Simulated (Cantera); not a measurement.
Input: 1 mol CH2F2, 1.6 mol F2, 0.77 mol H2, equilibrated at 2925 K and 17.0 mbar.

Cantera equilibrium calculation (NASA polynomials, part measured and part estimated; ideal gas, pure solids and liquids). Candidate condensed phases: C, C6H6, C7H8, C8H18; 95 gas species. Kinetics and transport are ignored.

Base state: HF 0.661, F 0.277, CF 0.0273, H 0.0117, CF2 0.0115, C3 0.00808, C 0.00143, C2 0.000808 (mole fractions); condensed: C(graphite).

Q: What changes in the equilibrium state with this change: CH2F2 replaced by CF4?

A: 
```json
[
 {"species": "F", "before": "0.277", "after": "0.645"},
 {"species": "HF", "before": "0.661", "after": "0.223"},
 {"species": "CF", "before": "0.0273", "after": "0.0609"},
 {"species": "CF2", "before": "0.0115", "after": "0.0599"},
 {"species": "H", "before": "0.0117", "after": "0.00170"},
 {"species": "H2", "before": "0.000151", "after": "3.16e-6"},
 {"species": "CF4", "before": "5.87e-7", "after": "1.65e-5"},
 {"species": "CF3", "before": "1.19e-5", "after": "0.000143"},
 {"species": "C2H", "before": "8.99e-5", "after": "1.19e-5"},
 {"species": "C(graphite), mol", "before": "0.647", "after": "0"}
]
```
